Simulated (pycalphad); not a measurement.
An equivalent pycalphad script:

```python
from pycalphad import Database, equilibrium, calculate, variables as v
import numpy as np
db = Database('COST507.tdb')
comps = ['MG', 'SI', 'AL', 'VA']
phases = ['ALMG_BETA', 'ALMG_EPS', 'ALMG_GAMMA', 'DIAMOND_A4', 'FCC_A1', 'HCP_A3', 'LIQUID', 'MG2SI']
eq = equilibrium(db, comps, phases, {v.X('SI'): 0.002, v.X('AL'): 0.0082, v.T: np.arange(1650, 349, -25), v.P: 101325, v.N: 1}, output=['HM', 'SM'])
```

Source of the numbers: pycalphad with the COST 507 light-alloy database (1999); pressure 1 atm. No gas phase is included, though pure Mg would boil below 1377 °C. The database dates from 1999; later assessments differ in places, in temperatures and in the compounds included. Amounts are mole fractions of atoms. Diffusion is slow at the low end, where real alloys seldom reach equilibrium.

Results at three of the temperatures:

```
T = 1475.00 K, P = 101325 Pa, N = 1 mol of atoms
G = -87252 J/mol, H = 45032 J/mol, S = 89.68 J/(mol K)  (SER reference)
chemical potentials (J/mol): Mg -86700, Si -165220, Al -134847
phase             fraction      x(Mg)      x(Si)      x(Al)
LIQUID              1.0000     0.9898     0.0020     0.0082
```

```
T = 1425.00 K, P = 101325 Pa, N = 1 mol of atoms
G = -82797 J/mol, H = 43318 J/mol, S = 88.50 J/(mol K)  (SER reference)
chemical potentials (J/mol): Mg -82259, Si -158859, Al -129143
phase             fraction      x(Mg)      x(Si)      x(Al)
LIQUID              1.0000     0.9898     0.0020     0.0082
```

```
T = 400.00 K, P = 101325 Pa, N = 1 mol of atoms
G = -13651 J/mol, H = 2546 J/mol, S = 40.49 J/(mol K)  (SER reference)
chemical potentials (J/mol): Mg -13492, Si -69719, Al -19171
phase             fraction      x(Mg)      x(Si)      x(Al)
HCP_A3              0.9940     0.9918   2.99e-13     0.0082
MG2SI               0.0060     0.6667     0.3333       none
```

Changes of the phase set, refined by bisection:

```csv
T (°C),phases above,phases below
643.5,LIQUID,HCP_A3 + LIQUID
627.8,HCP_A3 + LIQUID,HCP_A3 + LIQUID + MG2SI
623.3,HCP_A3 + LIQUID + MG2SI,HCP_A3 + MG2SI
89.9,HCP_A3 + MG2SI,ALMG_GAMMA + HCP_A3 + MG2SI
```

Database names, with the compositions (at.%) that they take in these runs: MG2SI: Mg 67 Si 33; ALMG_GAMMA: Mg 59 Al 41. HCP_A3 is hcp. An entry "none" or "no" means that the model of the phase leaves that element out.
